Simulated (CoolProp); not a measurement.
A Linde-Hampson liquefier for oxygen: isothermal reversible compression at 230 K from 1 atm to 15 MPa, throttling to 1 atm, return gas leaving the recuperator 5 K below the feed. Each further row changes one setting.

Model: reference Helmholtz-energy equation of state, Schmidt 1985, in CoolProp.

```tsv
case	liquid yield per pass	compression work (kJ/kg of gas)
as stated	0.170	283
high pressure 30 MPa	…	316
warm-end temperature 260 K	…	…
warm-end gap 10 K	0.159	283
```

Complete the blanks.


- high pressure 30 MPa, liquid yield per pass: 0.264
- warm-end temperature 260 K, liquid yield per pass: 0.114
- warm-end temperature 260 K, compression work (kJ/kg of gas): 327
